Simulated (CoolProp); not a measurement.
Values from CoolProp's reference Helmholtz-energy equation of state, Zhou 2016.

### Question
Give the vapour pressure (MPa), liquid density (kg/m³), vapour density (kg/m³), enthalpy of vaporisation (kJ/kg) of saturated R245ca at 42.55 °C.

### Answer
```
T (°C)  p (MPa)  liquid density (kg/m³)  vapour density (kg/m³)  enthalpy of vaporisation (kJ/kg)
------  -------  ----------------------  ----------------------  --------------------------------
42.55     0.189                    1340                    10.3                               194
```
